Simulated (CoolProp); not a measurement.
A single-stage vapour-compression cycle with fluoroethane (R161): evaporating at 280.15 K (dew point), condensing at 315.15 K (bubble point), superheat 8 K, subcooling 2 K, compressor efficiency 0.85, no pressure losses. Each further row changes one setting.

Computed with CoolProp (reference Helmholtz-energy equation of state, Wu 2012).

| case | cooling COP | pressure ratio | discharge temperature (K) | refrigerating effect (kJ/kg) | volumetric capacity (kJ/m³) |
|---|---|---|---|---|---|
| as stated | 5.75 | 2.62 | 340.8 | 304 | 3720 |
| evaporating temperature 285.15 K | 6.95 | 2.25 | (withheld) | 308 | 4370 |
| condensing temperature 310.15 K | 6.88 | 2.32 | (withheld) | 316 | 3860 |
| subcooling 7 K | 5.97 | 2.62 | 340.8 | 316 | 3860 |
| superheat 18 K | 5.72 | 2.62 | 350.6 | (withheld) | 3700 |
| compressor efficiency 0.75 | 5.07 | 2.62 | 345.0 | 304 | 3720 |

Q: Complete the blanks.

A: 
- evaporating temperature 285.15 K, discharge temperature (K): 337.9
- condensing temperature 310.15 K, discharge temperature (K): 333.8
- superheat 18 K, refrigerating effect (kJ/kg): 318
